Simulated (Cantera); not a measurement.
A closed system holds: 1 mol SiO2, 8.8 mol HBr, 0.42 mol H2, equilibrated at 13.3 mbar.

Equilibrium computed with Cantera from the NASA thermochemical tables; the gas is ideal and each condensed phase is pure. Candidate condensed phases: Br2, H2O, Si, SiO2; 28 gas species. The tables hold silica as quartz up to 1696 K and as liquid above; real silica turns to tridymite and cristobalite and melts near 1996 K. Equilibrium is a limit: real reactors are often held back by kinetics, nucleation or transport.

Q: Which condensed phases are stable at each of these points (T (K)): 1298, 1398, 1498, 1598, 1698, 1798, 1898?

A: 
```csv
T (K),condensed phases,Si condensed (%)
1298,SiO2(β-quartz),100.0
1398,SiO2(β-quartz),99.9
1498,SiO2(β-quartz),99.9
1598,SiO2(β-quartz),99.6
1698,SiO2(condensed),98.5
1798,SiO2(condensed),95.1
1898,SiO2(condensed),86.1
```

From 1298 K to 1598 K the condensed part is SiO2(β-quartz). From 1698 K to 1898 K the condensed part is SiO2(condensed).
